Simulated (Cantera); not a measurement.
Input: 1 mol MgO, 0.44 mol CH₄, 0.11 mol H₂, equilibrated at 1475 K and 2.00 bar.

Equilibrium computed with Cantera from the NASA thermochemical tables; the gas is ideal and each condensed phase is pure. Candidate condensed phases: C, C₆H₆, C₇H₈, C₈H₁₈, H₂O, Mg, MgCO₃, MgO, Mg(OH)₂; 116 gas species. The numbers say what is thermodynamically allowed, not how fast it happens.

Base state: H₂ 0.994, CH₄ 0.00574, CO 0.000252, Mg 0.000250 (mole fractions); condensed: C(graphite) + MgO(s).

Question: What changes in the equilibrium state with this change: temperature from 1475 K to 1848 K?

Answer: 
```tsv
species	before	after
H₂	0.994	0.918
CO	0.000252	0.0402
Mg	0.000250	0.0395
MgH	3.54e-6	0.000752
H	9.14e-6	0.000359
C₂H₂ (acetylene)	6.63e-6	0.000236
H₂O	1.03e-6	1.67e-5
C(graphite), mol	0.434	0.395
MgO(s), mol	1.000	0.957
```
The tables' values for MgH are old estimates; treat these amounts as uncertain.
